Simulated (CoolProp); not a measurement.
Isopentane along the isobar 155 kPa: density (kg/m³) from the reference equation and from simpler models built on Tc = 460.3 K, pc = 3378 kPa, ω = 0.227; each cubic takes its own stable root.

Values from CoolProp's reference Helmholtz-energy equation of state, Lemmon 2006. It is a short technical equation, of lower accuracy than the large ones.

```json
[
 {"T (K)": "310", "phase": "liquid", "reference": "602.7", "van der Waals": "4.498", "Redlich-Kwong": "4.561"},
 {"T (K)": "322.7", "phase": "gas", "reference": "4.404", "van der Waals": "4.307", "Redlich-Kwong": "4.358"},
 {"T (K)": "335.5", "phase": "gas", "reference": "4.205", "van der Waals": "4.130", "Redlich-Kwong": "4.172"},
 {"T (K)": "348.3", "phase": "gas", "reference": "4.026", "van der Waals": "3.968", "Redlich-Kwong": "4.002"},
 {"T (K)": "361", "phase": "gas", "reference": "3.865", "van der Waals": "3.820", "Redlich-Kwong": "3.848"},
 {"T (K)": "373.8", "phase": "gas", "reference": "3.717", "van der Waals": "3.682", "Redlich-Kwong": "3.705"},
 {"T (K)": "386.6", "phase": "gas", "reference": "3.581", "van der Waals": "3.554", "Redlich-Kwong": "3.572"},
 {"T (K)": "399.3", "phase": "gas", "reference": "3.457", "van der Waals": "3.435", "Redlich-Kwong": "3.451"},
 {"T (K)": "412.1", "phase": "gas", "reference": "3.341", "van der Waals": "3.324", "Redlich-Kwong": "3.336"},
 {"T (K)": "424.9", "phase": "gas", "reference": "3.233", "van der Waals": "3.219", "Redlich-Kwong": "3.230"},
 {"T (K)": "437.6", "phase": "gas", "reference": "3.133", "van der Waals": "3.122", "Redlich-Kwong": "3.131"}
]
```

At some of these states van der Waals, Redlich-Kwong gives the other phase, because its saturation line lies elsewhere.
